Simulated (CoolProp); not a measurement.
A closed Brayton cycle with nitrogen: compressor inlet 320.15 K and 6.9 MPa, high pressure 22.2 MPa, turbine inlet 990 K, compressor efficiency 0.8, turbine efficiency 0.9, recuperator effectiveness 0.9 (on enthalpy, no pinch check). Each further row changes one setting.

Computed with CoolProp (reference Helmholtz-energy equation of state, Span 2000).

| case | thermal efficiency (%) | net work (kJ/kg) | compressor to turbine work | compressor exit (K) | turbine exit (K) |
|---|---|---|---|---|---|
| as stated | 33.9 | 106 | 0.62 | 480.4 | 756.0 |
| turbine inlet 940 K | 31.2 | 91.9 | 0.65 | 480.4 | 715.9 |
| compressor inlet 330.15 K | 32.3 | 100 | 0.64 | 495.3 | 756.0 |
| high pressure 18.9 MPa | 35.0 | 99.9 | 0.59 | 455.0 | 784.7 |
| recuperator effectiveness 0.5 | 24.4 | 106 | 0.62 | 480.4 | 756.0 |
